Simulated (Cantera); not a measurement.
Mixture: CH4 : C2H6 : O2 : N2 = 1 : 0.16 : 4.34 : 16.3 (molar parts), at 0.490 bar, adiabatic and at constant volume. Ignition delay is the time to a rise of 400 K.

Detailed kinetics in Cantera: GRI-Mech 3.0 (53 species, 325 reactions).

Predict: delay at 1150 K; delay at 1300 K; delay at 1450 K; delay at 1600 K; apparent activation energy between 1525 and 1675 K.

delay at 1150 K: 9.16 ms
delay at 1300 K: 1.49 ms
delay at 1450 K: 0.391 ms
delay at 1600 K: 0.134 ms
apparent activation energy between 1525 and 1675 K: 130 kJ/mol
